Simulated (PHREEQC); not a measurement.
A solution holds 150 mmol/kgw MnCl2, at 20 °C. Closed to the air; pH follows from the charge balance.

Model: ion-association model, phreeqc.dat, run in PHREEQC.

```csv
quantity,before,after
pH,6.11,6.79
ionic strength (mol/kgw),0.380,0.00447
Cl- (mol/kgw),0.264,0.00299
Mn+2 (mol/kgw),0.116,0.00149
MnCl+ (mol/kgw),0.0326,1.37e-5
MnCl2 (mol/kgw),0.00161,1.55e-8
```

Problem. Which change was made?
A) diluted 5-fold with water
B) diluted 100-fold with water
C) MnCl2 from 0.15 to 0.75 mol/kgw
D) temperature from 20 to 90 °C

Solution. B, diluted 100-fold with water

No solid was allowed to form.
